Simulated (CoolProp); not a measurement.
Aqueous propylene glycol as a coolant, 36 % by mass, freezing at -17.1 °C, 1 atm.

Computed with CoolProp (Melinder's fits for secondary coolants).

```tsv
T (°C)	density (kg/m³)	Prandtl number	cp (kJ/(kg K))	conductivity (W/(m K))
-14.5	1043	221	…	0.394
-8.2	…	145	3.684	0.398
-2	…	99.8	3.703	0.402
4.2	1037	…	3.723	0.407
10.4	1034	51.9	…	0.411
16.7	1031	38.9	3.761	0.415
22.9	1027	30.1	…	0.420
29.1	1024	…	3.798	0.424
35.3	1020	19.4	…	0.428
```

**Question.** What belongs in the gaps?

**Answer.** 
- -14.5, cp (kJ/(kg K)): 3.665
- -8.2, density (kg/m³): 1041
- -2, density (kg/m³): 1039
- 4.2, Prandtl number: 70.9
- 10.4, cp (kJ/(kg K)): 3.741
- 22.9, cp (kJ/(kg K)): 3.779
- 29.1, Prandtl number: 23.9
- 35.3, cp (kJ/(kg K)): 3.816
